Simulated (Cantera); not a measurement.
**Stirred combustor or abatement burner**

A perfectly stirred reactor is fed with 4.27 % CH4, 0.470 % CO, 15.0 % O2, 80.3 % N2, equivalence ratio 0.59, at 750 Torr; it is adiabatic with a 375 K inlet, and is followed from long to short residence time, starting on the burning branch (τ in s: 0.14, 0.048, 0.017, 0.0057, 0.002, 0.00068, 0.00023, 8e-05, 2.8e-05, 9.5e-06).

Model: GRI-Mech 3.0 (53 species, 325 reactions), integrated in Cantera.

| τ (s) | T (K) | x CH4 | x CO | x O2 | x C2H6 | x H2O |
|---|---|---|---|---|---|---|
| 0.14 | 1426 | 3.01e-5 | 0.000391 | 0.0620 | 7.11e-9 | 0.0853 |
| 0.048 | 1421 | 6.11e-5 | 0.000837 | 0.0623 | 1.67e-8 | 0.0851 |
| 0.017 | 1410 | 0.000125 | 0.00177 | 0.0628 | 3.96e-8 | 0.0847 |
| 0.0057 | 1384 | 0.000291 | 0.00408 | 0.0643 | 1.27e-7 | 0.0839 |
| 0.0020 | 375 | 0.0427 | 0.00470 | 0.150 | <1e-12 | <1e-12 |
| 0.00068 | 375 | 0.0427 | 0.00470 | 0.150 | <1e-12 | <1e-12 |
| 0.00023 | 375 | 0.0427 | 0.00470 | 0.150 | <1e-12 | <1e-12 |
| 8.0e-5 | 375 | 0.0427 | 0.00470 | 0.150 | <1e-12 | <1e-12 |
| 2.8e-5 | 375 | 0.0427 | 0.00470 | 0.150 | <1e-12 | <1e-12 |
| 9.5e-6 | 375 | 0.0427 | 0.00470 | 0.150 | <1e-12 | <1e-12 |
x: mole fraction; the columns are a selection and need not sum to one.
